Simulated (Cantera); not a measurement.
## Equilibrium for hydrogen reduction and annealing atmospheres: CuO + H₂ + H₂O

A closed system holds: 1 mol CuO, 3.7 mol H₂, 3.2 mol H₂O, at 13.3 mbar.

Equilibrium computed with Cantera from the NASA thermochemical tables; the gas is ideal and each condensed phase is pure. Candidate condensed phases: Cu, CuO, Cu(OH)₂, Cu₂O, H₂O; 12 gas species. The numbers say what is thermodynamically allowed, not how fast it happens.

From 975 K to 1275 K the condensed part is Cu(s). From 1375 K to 1875 K the condensed part is Cu(l). From 1975 K to 2075 K nothing is condensed.

| T (K) | x H₂O | x H₂ | x Cu | x H | x OH | n Cu(s) | n Cu(l) |
|---|---|---|---|---|---|---|---|
| 975 | 0.609 | 0.391 | 4.18e-10 | 6.20e-9 | 1.75e-11 | 1.00 | 0 |
| 1075 | 0.609 | 0.391 | 1.92e-8 | 7.95e-8 | 4.69e-10 | 1.00 | 0 |
| 1175 | 0.609 | 0.391 | 4.54e-7 | 6.64e-7 | 7.20e-9 | 1.000 | 0 |
| 1275 | 0.609 | 0.391 | 6.49e-6 | 3.99e-6 | 7.23e-8 | 1.000 | 0 |
| 1375 | 0.609 | 0.391 | 6.17e-5 | 1.86e-5 | 5.20e-7 | 0 | 1.000 |
| 1475 | 0.608 | 0.391 | 0.000402 | 7.02e-5 | 2.86e-6 | 0 | 0.997 |
| 1575 | 0.607 | 0.390 | 0.00205 | 0.000225 | 1.27e-5 | 0 | 0.986 |
| 1675 | 0.603 | 0.388 | 0.00856 | 0.000626 | 4.71e-5 | 0 | 0.940 |
| 1775 | 0.590 | 0.378 | 0.0303 | 0.00154 | 0.000150 | 0 | 0.784 |
| 1875 | 0.550 | 0.353 | 0.0933 | 0.00337 | 0.000410 | 0 | 0.285 |
| 1975 | 0.529 | 0.338 | 0.126 | 0.00689 | 0.00103 | 0 | 0 |
| 2075 | 0.525 | 0.334 | 0.125 | 0.0133 | 0.00239 | 0 | 0 |
x: gas mole fraction; n: condensed amount in mol.
